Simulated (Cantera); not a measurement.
Charge: 1 mol Si, 2.7 mol HBr, 55 mol N2, equilibrated at 10.0 mbar.

Method: chemical equilibrium by Gibbs-energy minimisation in Cantera with the NASA 1993 tables (ideal gas, pure condensed phases). Candidate condensed phases: Br2, Si, Si3N4; 28 gas species. N2 is the only nitrogen source here; it is nearly inert below about 1500 K, so the nitride shown seldom forms there in practice. The tables' values for SiBr3, SiBr are old estimates; treat these amounts as uncertain. Kinetics and transport are ignored.

log p: log10 of the partial pressure in bar; n: condensed amount in mol.

| T (°C) | log p N2 | log p HBr | log p H2 | log p SiBr2 | log p Br | n Si3N4(s) |
|---|---|---|---|---|---|---|
| 727 | -2.02 | -3.39 | -4.50 | -8.08 | … | 0.304 |
| 777 | -2.02 | -3.39 | -4.51 | -7.40 | … | 0.304 |
| 827 | -2.02 | -3.39 | -4.51 | -6.79 | … | 0.305 |
| 877 | -2.02 | -3.39 | -4.51 | -6.24 | … | 0.305 |
| 927 | -2.02 | -3.39 | -4.50 | -5.74 | … | 0.304 |
| 977 | -2.02 | -3.39 | -4.48 | -5.31 | … | 0.301 |
| 1027 | -2.02 | -3.40 | -4.43 | -4.95 | … | 0.294 |
| 1077 | -2.02 | -3.42 | -4.34 | -4.67 | … | 0.281 |
| 1127 | -2.02 | -3.45 | -4.24 | -4.47 | … | 0.261 |
| 1177 | -2.02 | -3.49 | -4.13 | -4.31 | … | 0.237 |
| 1227 | -2.02 | -3.54 | -4.04 | -4.20 | … | 0.209 |
| 1277 | -2.02 | -3.61 | -3.96 | -4.11 | … | 0.181 |
| 1327 | -2.02 | -3.68 | -3.89 | -4.03 | … | 0.155 |
| 1377 | -2.02 | -3.75 | -3.84 | -3.98 | … | 0.130 |

Question: Fill in the missing entries.

Answer: 
- 727, log p Br: -6.55
- 777, log p Br: -6.17
- 827, log p Br: -5.82
- 877, log p Br: -5.51
- 927, log p Br: -5.22
- 977, log p Br: -4.97
- 1027, log p Br: -4.76
- 1077, log p Br: -4.59
- 1127, log p Br: -4.46
- 1177, log p Br: -4.36
- 1227, log p Br: -4.28
- 1277, log p Br: -4.21
- 1327, log p Br: -4.15
- 1377, log p Br: -4.10
